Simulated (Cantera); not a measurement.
An isothermal, constant-pressure homogeneous reactor starts with 25.3 % N2O, 74.7 % N2, at 1325 K and 975 Torr.

Detailed kinetics in Cantera: GRI-Mech 3.0 (53 species, 325 reactions). GRI-Mech 3.0 was tuned for natural gas; its chemistry of N2O as a main component is partial and can be far from experiment. The mechanism lacks the step 2 NO + O2 → 2 NO2, which can matter for NO2 below about 1400 K. The temperature is held fixed by assumption; the heat of reaction is taken as removed at once.

Task: Predict: x(N2O) at 10.0 s; x(O2) at 10.0 s; x(NO2) at 10.0 s; x(O) at 10.0 s; x(NO) at 10.0 s; x(N2) at 10.0 s.

Result: 
```json
{
  "x(N2O) at 10.0 s": "2.20e-7 (gas-phase equilibrium 2.87e-8)",
  "x(O2) at 10.0 s": "0.0991 (gas-phase equilibrium 0.112)",
  "x(NO2) at 10.0 s": "0.000198 (gas-phase equilibrium 2.95e-6)",
  "x(O) at 10.0 s": "7.66e-8 (gas-phase equilibrium 8.14e-8)",
  "x(NO) at 10.0 s": "0.0259 (gas-phase equilibrium 0.000362)",
  "x(N2) at 10.0 s": "0.875 (gas-phase equilibrium 0.888)"
}
```
